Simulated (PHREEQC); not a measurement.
1 kg of water holding 190 mmol/kgw K2SO4, 5.7 mmol/kgw MgSO4, 3.8 mmol/kgw NaCl and 16 mmol/kgw Na2SO4 is evaporated at 25 °C; the solids stay in contact with the brine. CO2 from the air is kept out. The run lets Arcanite, Bischofite, Bloedite, Brucite, Carnallite, Epsomite, Glaserite, Halite, Hexahydrite, Kainite, Kieserite, Leonite, Mirabilite, Misenite, Schoenite, Sylvite, Thenardite, MgCl2_4H2O precipitate or redissolve, and no other solid.

Base run: PHREEQC, Pitzer model, pitzer.dat. Each further column changes one thing. The table gives ionic strength.

```csv
H2O removed (mol),base,temperature from 25 to 75 °C
0,0.645,0.645
30.18,1.41,1.41
43.95,2.31,3.10
50.23,2.79,4.06
52.58,3.49,4.74
54.17,4.87,6.54
54.9,5.88,7.64
55.23,8.00,10.0
```

 Away from 25 °C the constants follow the database's enthalpies or fits; those with neither stay at their 25 °C values.
